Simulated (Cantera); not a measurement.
Gas mixture: 67.1 % C₂H₂, 32.9 % N₂, at 1.00 bar, frozen composition.

Cantera's kinetic-theory transport with the Lennard-Jones parameters of GRI-Mech 3.0, ideal gas; thermal conductivity in the multicomponent form. The composition is frozen, though it would react at the higher temperatures.

D: mixture-averaged diffusion coefficient of that species in the mixture.

```
T (K)  ρ (kg/m³)  cp (J/kg/K)  μ (µPa s)  λ (mW/m/K)     Pr  D (cm²/s) CH₄  D (cm²/s) OH  D (cm²/s) CH₃
-----  ---------  -----------  ---------  ----------  -----  -------------  ------------  -------------
400        0.802         1625       16.0        34.8  0.746          0.325             ?          0.326
550        0.584         1789       20.5        49.0  0.748          0.571             ?          0.573
700        0.459         1910       24.5        62.5  0.748          0.866             ?          0.870
850        0.378         2016       28.1        75.8  0.747           1.21             ?           1.21
1000       0.321         2111       31.4        88.8  0.747           1.59             ?           1.60
1150       0.279         2192       34.5         101  0.747           2.01             ?           2.02
1300       0.247         2263       37.5         114  0.747           2.47             ?           2.48
1450       0.221         2323       40.3         125  0.746           2.96             ?           2.98
```

**Question.** Some entries are withheld; supply them.

**Answer.** 
- 400, D (cm²/s) OH: 0.455
- 550, D (cm²/s) OH: 0.789
- 700, D (cm²/s) OH: 1.19
- 850, D (cm²/s) OH: 1.65
- 1000, D (cm²/s) OH: 2.17
- 1150, D (cm²/s) OH: 2.74
- 1300, D (cm²/s) OH: 3.36
- 1450, D (cm²/s) OH: 4.03
